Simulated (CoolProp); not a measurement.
Vapour-liquid equilibrium of CH2F2 (R32) (1) + methanol (2) at 1.42 bar; x and y are mole fractions of (1).

Model: multi-fluid Helmholtz-energy mixture model, Tillner-Roth 1997 and de Reuck 1993; pair parameters Bell 2016, in CoolProp.

```tsv
x	bubble temperature (K)	y at the bubble point	dew temperature at overall composition x (K)	liquid density (mol/L)
0.05	273.9	0.970	345.0	25.13
0.2	240.0	0.998	340.5	25.81
0.35	233.9	0.999	335.3	25.60
0.5	232.5	0.999	328.8	25.15
0.65	232.1	0.999	320.5	24.56
0.8	231.3	0.999	308.4	23.90
0.95	229.4	1.000	282.3	23.19
```

No azeotrope shows between x = 0.05 and 0.95.

The pair parameters rest on a limited set of measurements; away from them the model extrapolates. With so large a gap from Raoult's law the liquid may split in two, which this calculation doesn't test in full.
